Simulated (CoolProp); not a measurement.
Vapour-liquid equilibrium of R134a (1) + R141b (2) at 70.25 °C; x and y are mole fractions of (1).

Values from CoolProp's multi-fluid Helmholtz-energy mixture model, Tillner-Roth 1994 and Lemmon 2006; pair parameters Bell 2016.

```
x     bubble pressure, mixture model (MPa)  bubble pressure, Raoult's law (MPa)  y, mixture model  y, Raoult's law
----  ------------------------------------  -----------------------------------  ----------------  ---------------
0.05                                0.4422                               0.4173             0.273            0.255
0.15                                0.6627                               0.5974             0.537            0.534
0.25                                0.8673                               0.7776             0.666            0.684
0.35                                 1.055                               0.9577             0.743            0.778
0.45                                 1.226                                1.138             0.796            0.842
0.55                                 1.386                                1.318             0.837            0.888
0.65                                 1.540                                1.498             0.871            0.924
0.75                                 1.694                                1.678             0.905            0.951
0.85                                 1.856                                1.858             0.939            0.974
0.95                                 2.033                                2.039             0.978            0.992
```

The largest gap from Raoult's law is +11.5 % in bubble pressure, at x = 0.25. No azeotrope shows between x = 0.05 and 0.95.

The pair parameters rest on a limited set of measurements; away from them the model extrapolates.
